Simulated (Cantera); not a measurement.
Mixture: CO : H₂ : O₂ : N₂ : H₂O = 1 : 0.15 : 0.442 : 1.66 : 0.15 (molar parts), at 3.95 atm, adiabatic and at constant volume. Ignition delay is the time to a rise of 400 K.

Model: GRI-Mech 3.0 (53 species, 325 reactions), integrated in Cantera. The hydrogen kinetics of GRI-Mech 3.0 are dated; newer H2 mechanisms differ, most at raised pressure. Where the delays flatten at high temperature, the 400 K rule measures the pace of heat release, not the induction time.

Q: What does this change do: pressure from 3.95 atm to 0.790 atm?

A: 
| quantity | before | after |
|---|---|---|
| delay at 1275 K | 20.8 µs | 84.5 µs |
| delay at 1375 K | 12.1 µs | 62.9 µs |
| delay at 1475 K | 8.54 µs | 51.5 µs |
| delay at 1575 K | 6.68 µs | 45.8 µs |
| delay at 1675 K | 5.61 µs | 44.0 µs |

Q: What does this change do: pressure from 3.95 atm to 9.87 atm?

A: 
```tsv
quantity	before	after
delay at 1275 K	20.8 µs	17.7 µs
delay at 1375 K	12.1 µs	6.63 µs
delay at 1475 K	8.54 µs	3.80 µs
delay at 1575 K	6.68 µs	2.65 µs
delay at 1675 K	5.61 µs	2.06 µs
```
